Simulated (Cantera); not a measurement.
Input: 1 mol SiCl4, 0.2 mol Cl2, 23 mol N2, at 0.0960 bar.

Equilibrium computed with Cantera from the NASA thermochemical tables; the gas is ideal and each condensed phase is pure. Candidate condensed phases: Si, Si3N4; 13 gas species. Rates play no part.

Q: At 952 °C, list the 4 most abundant gas species with their mole fractions, and the condensed phases.

A: N2 0.950, SiCl4 0.0413, Cl2 0.00741, Cl 0.00170. Condensed: gas only.
